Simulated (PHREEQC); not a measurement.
A column of 0.2 m (40 cells, dispersivity 0.007 m, 3600 s a shift, diffusion coefficient 3e-10 m²/s) holds 0.019 eq of the database's cation exchanger X per kg of pore water, first in equilibrium with 37 mmol/kgw CaCl2, 29 mmol/kgw SrCl2 and 0.01 mmol/kgw HCl. It is flushed with 0.0027 mol NaCl, 0.011 mol CdCl2, 0.00036 mol PbCl2 and 1e-05 mol HCl per kg of water, at 40 °C. Values are for the last cell. No CO2 enters from the air. Precipitation was switched off in this run.

The series has 33 steps of pore volumes, from 0 to 4.013.

The numbers come from PHREEQC with the ion-association model, phreeqc.dat.

Question: After how many pore volumes does Cd at the outlet first reach half of its feed value?

Answer: By 1.8 pore volumes.

Question: After how many pore volumes does Na at the outlet first reach half of its feed value?

Answer: By 1.1 pore volumes.

Question: After how many pore volumes does Pb at the outlet first reach half of its feed value?

Answer: By 2.9 pore volumes.

Complexes and solids missing from the database can't appear. At this temperature some constants are extrapolated from 25 °C, and those without enthalpy data are left unchanged.
